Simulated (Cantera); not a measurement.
A freely propagating, adiabatic, planar premixed flame of H₂ : O₂ : N₂ = 1 : 0.385 : 1.65 (molar parts), equivalence ratio 1.3, unburnt at 525 K and 0.454 atm; mixture-averaged transport, grid criteria slope 0.08 and curve 0.16, no radiation.

Computed with Cantera and the H2/O2 subset of GRI-Mech 3.0, which has no nitrogen chemistry. Burning velocities carry a grid error of a few per cent, more on coarse grids.

Task: How do the results move with these cheaper or finer settings: unity-Lewis-number transport; multicomponent transport; multicomponent+Soret transport; grid criteria slope 0.5, curve 1; grid criteria slope 0.25, curve 0.5; grid criteria slope 0.03, curve 0.06?

Result: 
```tsv
setting	laminar burning velocity	thermal thickness	peak x(H₂O₂)	peak x(OH)	grid points
as above	568 cm/s	1.25 mm	1.07e-5	0.0119	140
unity-Lewis-number transport	352 cm/s	0.966 mm	4.46e-6	0.0117	133
multicomponent transport	557 cm/s	1.24 mm	1.08e-5	0.0119	140
multicomponent+Soret transport	532 cm/s	1.22 mm	1.11e-5	0.0119	141
grid criteria slope 0.5, curve 1	639 cm/s	1.66 mm	7.69e-6	0.0122	47
grid criteria slope 0.25, curve 0.5	597 cm/s	1.37 mm	9.65e-6	0.0125	72
grid criteria slope 0.03, curve 0.06	564 cm/s	1.22 mm	1.10e-5	0.0118	311
```
Unity Lewis numbers drop preferential diffusion, which matters most where H2 and H carry the flame; Soret adds thermal diffusion.
